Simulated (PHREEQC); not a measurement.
Dissolve 0.056 mol HF, 0.02 mol CsF and 0.8 mol H3PO4 per kg of water at 25 °C. Closed to the air; pH follows from the charge balance.

All values are PHREEQC results (ion-association model, wateq4f.dat), not measurements.

The pH is 1.19. The ionic strength is 0.0975 mol/kgw and the activity of water is 0.984. The total alkalinity comes out as -856 meq/kg.

| species | molality | activity | log γ |
|---|---|---|---|
| H3PO4 | 0.703 | 0.719 | 0.010 |
| H2PO4- | 0.0966 | 0.0763 | -0.103 |
| H+ | 0.0775 | 0.0641 | -0.083 |
| HF | 0.0573 | 0.0586 | 0.010 |
| Cs+ | 0.0200 | 0.0157 | -0.106 |
| H2F2 | 0.00876 | 0.00896 | 0.010 |
| F- | 0.000799 | 0.000610 | -0.117 |

Precipitation was switched off in this run. wateq4f.dat counts part of the HF as a dimer, H2F2, which phreeqc.dat doesn't know; its constant is uncertain. H3PO4, which wateq4f.dat lacks, is added to it with the constant of phreeqc.dat.
